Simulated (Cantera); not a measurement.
A freely propagating, adiabatic, planar premixed flame of 3.36 % CH4, 3.36 % C2H6, 0.138 % C3H8, 19.6 % O2, 73.6 % N2, equivalence ratio 0.98, unburnt at 525 K and 0.250 bar; unity-Lewis-number transport, grid criteria slope 0.08 and curve 0.16, no radiation.

Computed with Cantera and GRI-Mech 3.0 (53 species, 325 reactions). Unity Lewis numbers drop preferential diffusion, which matters most where H2 and H carry the flame. Burning velocities carry a grid error of a few per cent, more on coarse grids.

Problem. Predict: laminar burning velocity; thermal thickness; peak x(C2H4); peak x(C2H2).

Solution. 
- laminar burning velocity = 89.0 cm/s
- thermal thickness = 1.33 mm
- peak x(C2H4) = 0.00264
- peak x(C2H2) = 0.000414
